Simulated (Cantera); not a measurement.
# Oxide etching and cleaning by halides: SiO₂ + HCl + H₂

Feed: 1 mol SiO₂, 15 mol HCl, 1.2 mol H₂, equilibrated at 1252 °C.

Equilibrium computed with Cantera from the NASA thermochemical tables; the gas is ideal and each condensed phase is pure. Candidate condensed phases: H₂O, Si, SiO₂; 30 gas species. The tables' values for SiCl₃ are old estimates; treat these amounts as uncertain. The tables hold silica as quartz up to 1696 K and as liquid above; real silica turns to tridymite and cristobalite and melts near 1996 K. Equilibrium is a limit: real reactors are often held back by kinetics, nucleation or transport.

| P (Pa) | log p HCl | log p H₂ | log p Cl | log p SiO | log p H₂O | log p H | n SiO₂(β-quartz) |
|---|---|---|---|---|---|---|---|
| 1 | -5.05 | -6.12 | -6.71 | -7.29 | -7.29 | -7.68 | 0.915 |
| 4.20 | -4.42 | -5.50 | -6.39 | -6.98 | -6.98 | -7.38 | 0.959 |
| 18 | -3.78 | -4.87 | -6.07 | -6.67 | -6.66 | -7.06 | 0.980 |
| 75 | -3.16 | -4.25 | -5.76 | -6.37 | -6.35 | -6.75 | 0.990 |
| 320 | -2.53 | -3.62 | -5.44 | -6.13 | -5.95 | -6.44 | 0.995 |
| 1300 | -1.92 | -3.02 | -5.13 | -6.11 | -5.37 | -6.13 | 0.997 |
| 5600 | -1.29 | -2.38 | -4.82 | -6.24 | -4.60 | -5.82 | 0.996 |
| 24000 | -0.65 | -1.75 | -4.50 | -6.42 | -3.78 | -5.50 | 0.994 |
| 100000 | -0.03 | -1.13 | -4.19 | -6.62 | -2.97 | -5.19 | 0.991 |
log p: log10 of the partial pressure in bar; n: condensed amount in mol.

From 1.00e-5 bar to 1.00 bar the condensed part is SiO₂(β-quartz). The main Si-bearing gas is SiO at 1.00e-5 bar and SiCl₄ at 1.00 bar. The share of Si in condensed phases is highest at 0.0130 bar (99.7 %) and lowest at 1.00e-5 bar (91.5 %).
